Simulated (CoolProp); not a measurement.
The numbers come from the reference Helmholtz-energy equation of state, Span 1996 in CoolProp.

**Question.** Give the vapour pressure (kPa), liquid density (kg/m³), vapour density (kg/m³), liquid cp (kJ/(kg K)) of saturated carbon dioxide at 263.9 K.

**Answer.** 
```csv
T (K),p (kPa),liquid density (kg/m³),vapour density (kg/m³),liquid cp (kJ/(kg K))
263.9,2710,979,72.9,2.32
```
